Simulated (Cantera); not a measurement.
A perfectly stirred reactor is fed with H₂ : O₂ : N₂ = 1 : 0.746 : 2.81 (molar parts), equivalence ratio 0.67, at 600000 Pa; it is adiabatic with a 548 K inlet, and is followed from long to short residence time, starting on the burning branch (τ in s: 0.038, 0.015, 0.0059, 0.0023, 0.00092, 0.00036, 0.00014, 5.7e-05, 2.2e-05).

Detailed kinetics in Cantera: GRI-Mech 3.0 (53 species, 325 reactions). The hydrogen kinetics of GRI-Mech 3.0 are dated; newer H2 mechanisms differ, most at raised pressure.

One state of this run: T (K) = 2159; x H₂ = 0.000822; x O₂ = 0.0597; x NO = 0.000134; x HO₂ = 6.98e-6; x O = 0.000380; x H₂O₂ = 5.52e-7. x: mole fraction; the columns are a selection and need not sum to one.

Q: Which value of τ (s) does it belong to?
(A) 5.7e-5
(B) 0.0023
(C) 0.00036
(D) 0.015

A: B, 0.0023
